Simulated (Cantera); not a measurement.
Mixture: H₂ : O₂ : N₂ = 1 : 0.758 : 3.03 (molar parts), equivalence ratio 0.66, at 3750 Torr, adiabatic and at constant volume. Ignition delay is the time to a rise of 400 K.

Computed with Cantera and the H2/O2 subset of GRI-Mech 3.0, which has no nitrogen chemistry. The hydrogen kinetics of GRI-Mech 3.0 are dated; newer H2 mechanisms differ, most at raised pressure.

Task: Predict: delay at 950 K; delay at 1050 K; delay at 1150 K; delay at 1250 K; delay at 1350 K; apparent activation energy between 1250 and 1350 K.

Result: 
```
Quantity                                                Value
--------------------------------------------------  ---------
delay at 950 K                                        48.8 ms
delay at 1050 K                                       3.09 ms
delay at 1150 K                                       41.9 µs
delay at 1250 K                                       9.70 µs
delay at 1350 K                                       5.23 µs
apparent activation energy between 1250 and 1350 K  87 kJ/mol
```
